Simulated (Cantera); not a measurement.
Charge: 1 mol TiO₂, 0.41 mol H₂, at 6600 Torr.

Equilibrium computed with Cantera from the NASA thermochemical tables; the gas is ideal and each condensed phase is pure. Candidate condensed phases: H₂O, Ti, TiO, TiO₂, Ti₂O₃, Ti₃O₅, Ti₄O₇; 12 gas species. Mutual solubility and eutectic melting of coexisting phases are not modelled. Condensed phases not in the tables: Magnéli phases beyond Ti₄O₇. Gases not in the tables: TiO(OH)₂. Kinetics and transport are ignored. All values below are at 1598 K.

Base state: H₂ 0.969, H₂O 0.0306, H 1.77e-5 (mole fractions); condensed: TiO₂(rutile) + Ti₄O₇(s).

What changes in the equilibrium state with this change: TiO₂ replaced by CuO?


```json
[
 {"species": "H₂O", "before": "0.0306", "after": "0.901"},
 {"species": "O₂", "before": "<1e-9", "after": "0.0988"},
 {"species": "OH", "before": "2.17e-8", "after": "0.000252"},
 {"species": "H₂", "before": "0.969", "after": "6.26e-6"},
 {"species": "H", "before": "1.77e-5", "after": "4.49e-8"},
 {"species": "TiO₂(rutile), mol", "before": "0.950", "after": "0"},
 {"species": "Ti₄O₇(s), mol", "before": "0.0126", "after": "0"},
 {"species": "Cu₂O(l), mol", "before": "0", "after": "0.500"}
]
```
Further candidate phases: Cu, CuO, Cu(OH)₂, Cu₂O.
